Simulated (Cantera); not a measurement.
# Equilibrium for fluorocarbon and chlorocarbon gases: c-C₄F₈ + H₂

Feed: 1 mol c-C₄F₈, a varied amount of H₂, at 1775 K and 0.0460 bar.

Equilibrium computed with Cantera from the NASA thermochemical tables; the gas is ideal and each condensed phase is pure. Candidate condensed phases: C, C₆H₆, C₇H₈, C₈H₁₈; 95 gas species. The feed counts by its element totals alone. Gases not in the tables: C₂F₆ and larger saturated fluorocarbons. The numbers say what is thermodynamically allowed, not how fast it happens.

From 0.48 mol H₂ to 5.5 mol H₂ the condensed part is C(graphite). The main C-bearing gas is CF₄ at 0.48 mol H₂ and C₂H₂ (acetylene) at 5.5 mol H₂.

```tsv
n(H₂) (mol)	log p HF	log p CF₄	log p H₂	log p CF₂	log p F	log p CF₃	n C(graphite)
0.48	-1.79	-1.53	-9.57	-3.63	-4.38	-4.43	2.23
0.59	-1.73	-1.57	-9.42	-3.65	-4.39	-4.46	2.29
0.74	-1.66	-1.62	-9.26	-3.68	-4.40	-4.50	2.36
0.93	-1.60	-1.69	-9.11	-3.71	-4.42	-4.55	2.46
1.2	-1.54	-1.78	-8.94	-3.76	-4.44	-4.61	2.59
1.5	-1.49	-1.87	-8.79	-3.80	-4.46	-4.69	2.74
1.8	-1.45	-1.97	-8.67	-3.85	-4.49	-4.76	2.89
2.3	-1.41	-2.15	-8.50	-3.94	-4.53	-4.89	3.14
2.8	-1.38	-2.36	-8.34	-4.05	-4.59	-5.05	3.39
3.5	-1.35	-2.81	-8.05	-4.27	-4.70	-5.39	3.75
4.4	-1.36	<-13	-2.66	-9.67	-7.40	<-13	4.00
5.5	-1.41	<-13	-2.14	-10.30	-7.71	<-13	4.00
```
log p: log10 of the partial pressure in bar; n: condensed amount in mol.
